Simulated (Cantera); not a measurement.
Input: 1 mol SiCl4, 25 mol NH3, 14 mol H2, equilibrated at 1148.15 K and 0.0100 bar.

Method: chemical equilibrium by Gibbs-energy minimisation in Cantera with the NASA 1993 tables (ideal gas, pure condensed phases). Candidate condensed phases: NH4Cl, Si, Si3N4; 28 gas species. Kinetics and transport are ignored.

Base state: H2 0.758, N2 0.181, HCl 0.0612 (mole fractions); condensed: Si3N4(s).

**Question.** What changes in the equilibrium state with this change: NH3 from 25 to 3.3 mol?

**Answer.** 
| species | before | after |
|---|---|---|
| H2 | 0.758 | 0.774 |
| HCl | 0.0612 | 0.180 |
| N2 | 0.181 | 0.0453 |
| SiCl4 | 2.98e-6 | 0.000536 |
| SiHCl3 | 7.40e-7 | 4.63e-5 |
| SiCl3 | 7.74e-7 | 4.79e-5 |
| SiCl2 | 2.22e-6 | 4.73e-5 |
| Si3N4(s), mol | 0.333 | 0.328 |
The tables' values for SiCl3 are old estimates; treat these amounts as uncertain.

**Question.** What changes in the equilibrium state with this change: NH3 from 25 to 1.6 mol?

**Answer.** 
| species | before | after |
|---|---|---|
| H2 | 0.758 | 0.783 |
| HCl | 0.0612 | 0.204 |
| N2 | 0.181 | 0.00926 |
| SiCl4 | 2.98e-6 | 0.00252 |
| SiHCl3 | 7.40e-7 | 0.000194 |
| SiCl3 | 7.74e-7 | 0.000199 |
| SiCl2 | 2.22e-6 | 0.000174 |
| Si3N4(s), mol | 0.333 | 0.314 |
The tables' values for SiCl3 are old estimates; treat these amounts as uncertain.
